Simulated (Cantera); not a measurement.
Feed: 1 mol CuO, 3.6 mol H2, 10 mol N2, held at 0.210 bar.

These are equilibrium values from Cantera (NASA tables, ideal gas, pure condensed phases), not measurements of a reactor. Candidate condensed phases: Cu, CuO, Cu(OH)2, Cu2O, H2O; 27 gas species. Rates play no part.

Problem. At 1798 K, list the 5 most abundant gas species with their mole fractions, and the condensed phases.

Solution. N2 0.733, H2 0.190, H2O 0.0733, Cu 0.00252, H 0.000335. Condensed: Cu(l).
